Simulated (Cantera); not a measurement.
A closed system holds: 1 mol Si3N4, 1.2 mol CO2, 340 mol H2, held at 28.0 Pa.

Equilibrium computed with Cantera from the NASA thermochemical tables; the gas is ideal and each condensed phase is pure. Candidate condensed phases: C, C6H6, C7H8, C8H18, H2O, Si, SiC, SiO2, Si2N2O, Si3N4; 151 gas species. Gases not in the tables: Si2H6 and higher silanes. Kinetics and transport are ignored.

Problem. Which condensed phases are stable at each of these points (T (°C)): 1452, 1477, 1502, 1527, 1552, 1577, 1602, 1627, 1652, 1677, 1702, 1727, 1752, 1777?

Solution. 
```tsv
T (°C)	condensed phases	Si condensed (%)
1452	SiC(s)	20.1
1477	SiC(s)	16.0
1502	SiC(s)	10.7
1527	SiC(s)	4.1
1552	gas only	0.0
1577	gas only	0.0
1602	gas only	0.0
1627	gas only	0.0
1652	gas only	0.0
1677	gas only	0.0
1702	gas only	0.0
1727	gas only	0.0
1752	gas only	0.0
1777	gas only	0.0
```

From 1452 °C to 1527 °C the condensed part is SiC(s). From 1552 °C to 1777 °C nothing is condensed.
